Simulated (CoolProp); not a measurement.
C2F6 (R116) along the isobar 17.4 MPa: fugacity coefficient from the reference equation and from simpler models built on Tc = 19.9 °C, pc = 3.048 MPa, ω = 0.257; each cubic takes its own stable root.

Model: reference Helmholtz-energy equation of state, Lemmon 2006, in CoolProp. It is a short technical equation, of lower accuracy than the large ones.

```
T (°C)          phase  reference  van der Waals  Redlich-Kwong  Soave-Redlich-Kwong  Peng-Robinson
------  -------------  ---------  -------------  -------------  -------------------  -------------
0.05           liquid     0.1650         0.2639         0.1869               0.1746         0.1558
20.35   supercritical        ___         0.3151         0.2508               0.2511            ___
40.75   supercritical     0.3163         0.3669         0.3184               0.3367            ___
61.05   supercritical        ___         0.4177         0.3865               0.4255         0.3828
81.35   supercritical     0.4822         0.4671         0.4529               0.5135         0.4633
101.65  supercritical        ___         0.5146         0.5160               0.5969         0.5404
122.05  supercritical     0.6352         0.5600         0.5750               0.6740         0.6121
142.35  supercritical     0.7017         0.6024            ___               0.7427         0.6768
```

Task: Complete the blanks.

Result: 
- 20.35, reference: 0.2365
- 20.35, Peng-Robinson: 0.2246
- 40.75, Peng-Robinson: 0.3020
- 61.05, reference: 0.3995
- 101.65, reference: 0.5614
- 142.35, Redlich-Kwong: 0.6287
